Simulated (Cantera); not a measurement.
A diamond (100) surface in a fixed gas of H2 with x(CH4) = 0.014, x(CH3) = 0.00053, at 1400 K, 15.8 Torr; coverages are run to steady state.

Model: the Harris–Goodwin 1993 mechanism for the reconstructed diamond (100) surface, integrated in Cantera.

One state of this run: growth (µm/h) = 1.98; θ c6HH = 0.335; θ c6H* = 0.0595; θ c6*H = 0.544; θ c6** = 0.0603. θ: site fractions in the mechanism's names (c6HH fully hydrogenated, c6H* and c6*H radical sites, c6** diradical, c6HM methylated).

Question: Which value of x(H) does it belong to?
(A) 0.0014
(B) 0.00024
(C) 0.00058
(D) 0.008

Answer: D, 0.008
